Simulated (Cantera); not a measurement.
Cantera run, input and output.

```python
import numpy as np
import cantera as ct

surf = ct.Interface("diamond.yaml", "diamond_100")
gas, bulk = surf.adjacent["gas"], surf.adjacent["diamond"]
k = surf.kinetics_species_index(bulk.species_names[0])
cover = ["c6HH", "c6H*", "c6*H", "c6**", "c6HM", "c6B"]

rows, drift = [], 0.0
print(f"{'P':>10s}{'um/h':>11s}" + "".join(f"{s:>11s}" for s in cover))
for v in [1200, 1700, 2400, 3300, 4600, 6300, 8800, 12000]:
    T, P, xH, xCH3 = 1100, v, 0.0033, 0.00021
    gas.TPX = T, P, {"H": xH, "CH3": xCH3, "CH4": 0.0066, "H2": 1 - xH - xCH3 - 0.0066}
    surf.TP = bulk.TP = T, P
    surf.coverages = "c6H*:0.1, c6HH:0.9"
    surf.advance_coverages(100.0)
    before = surf.coverages
    surf.advance_coverages(100.0)
    drift = max(drift, np.max(np.abs(surf.coverages - before) / (surf.coverages + 1e-9)))
    rate = surf.net_production_rates[k] * bulk.mean_molecular_weight / bulk.density * 3.6e9
    rows.append([rate, *surf[cover].coverages])
    print(f"{v:10.4g}{rate:11.4e}" + "".join(f"{x:11.3e}" for x in rows[-1][1:]))
```

It prints:

```
         P       um/h       c6HH       c6H*       c6*H       c6**       c6HM        c6B
      1200 6.3313e-01  5.091e-01  2.749e-02  4.355e-01  1.722e-02  6.784e-03  1.718e-09
      1700 1.0978e+00  5.078e-01  2.741e-02  4.343e-01  1.717e-02  8.523e-03  2.979e-09
      2400 1.8537e+00  5.065e-01  2.734e-02  4.330e-01  1.712e-02  1.039e-02  5.030e-09
      3300 2.9431e+00  5.051e-01  2.727e-02  4.318e-01  1.707e-02  1.214e-02  7.986e-09
      4600 4.6578e+00  5.038e-01  2.720e-02  4.306e-01  1.703e-02  1.392e-02  1.264e-08
      6300 7.0429e+00  5.027e-01  2.715e-02  4.295e-01  1.699e-02  1.547e-02  1.911e-08
      8800 1.0704e+01  5.016e-01  2.710e-02  4.285e-01  1.695e-02  1.692e-02  2.905e-08
   1.2e+04 1.5524e+01  5.007e-01  2.707e-02  4.277e-01  1.692e-02  1.806e-02  4.213e-08
```

Cantera simulation using the Harris–Goodwin 1993 mechanism for the reconstructed diamond (100) surface; the numbers are that mechanism's predictions, not measurements.
